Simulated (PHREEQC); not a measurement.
A solution holds 0.096 mol/kgw HF, 0.021 mol/kgw (NH4)2SiF6 and 0.00013 mol/kgw HCl, at 10 °C. Closed to the air; pH follows from the charge balance.

All values are PHREEQC results (ion-association model, phreeqc.dat), not measurements.

This is a speciation only: nothing precipitates in the calculation.

Question: Order these F species by the share of F that they hold, largest first: HF2-, SiF6-2, F-, HF.

Answer: SiF6-2 (57 %), HF (37 %), F- (4.1 %), HF2- (2.2 %)

The pH is 2.00 and the ionic strength 0.0748 mol/kgw. Species that the database lacks are ignored. Constants without temperature data keep their 25 °C values here. SiF6-2 is the database's only silicon fluoride.
